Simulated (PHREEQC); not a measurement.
## Arsenic or selenium liquor (model solution)

Solution (25 °C): 0.0019 mol/kgw H2SeO4, 3.6e-05 mol/kgw NH3 and 0.007 mol/kgw FeCl3. Closed to the air; pH follows from the charge balance.

Equilibrium calculation in PHREEQC: ion-association model, wateq4f.dat.

Each row changes one thing in this solution. No solid was allowed to form.

| case | pH | ionic strength (mol/kgw) | SeO4-2 (mol/kgw) | HSeO4- (mol/kgw) |
|---|---|---|---|---|
| as made | 2.25 | 0.0405 | 0.00165 | 0.000248 |
| temperature from 25 to 90 °C | 2.09 | 0.0326 | 0.000991 | 0.000909 |
| FeCl3 left out | 2.48 | 0.00529 | 0.00170 | 0.000204 |
| temperature from 25 to 85 °C | 2.10 | 0.0330 | 0.00104 | 0.000858 |
| H2SeO4 from 0.0019 to 0.0095 mol/kgw | 1.82 | 0.0599 | 0.00696 | 0.00254 |
| 8.9e-05 mol/kgw NaOH added | 2.25 | 0.0404 | 0.00165 | 0.000246 |
| temperature from 25 to 55 °C | 2.15 | 0.0362 | 0.00136 | 0.000536 |

Complexes and solids missing from the database can't appear. Some of these states are supersaturated (in Hematite (slow to form), Goethite (slow to form), for instance). At this temperature some constants are extrapolated from 25 °C, and those without enthalpy data are left unchanged.
